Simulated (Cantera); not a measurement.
A closed system holds: 1 mol B₂H₆, 11 mol N₂, 0.084 mol O₂, at 2048 K.

Equilibrium computed with Cantera from the NASA thermochemical tables; the gas is ideal and each condensed phase is pure. Candidate condensed phases: B, BN, B₂O₃, B₃O₃H₃, H₂O; 39 gas species. The feed counts by its element totals alone. Kinetics and transport are ignored.

Question: At 0.220 bar, list the 5 most abundant gas species with their mole fractions, and the condensed phases.

Answer: N₂ 0.765, H₂ 0.222, HBO 0.00829, H 0.00225, BO 0.00116. Condensed: BN(s).
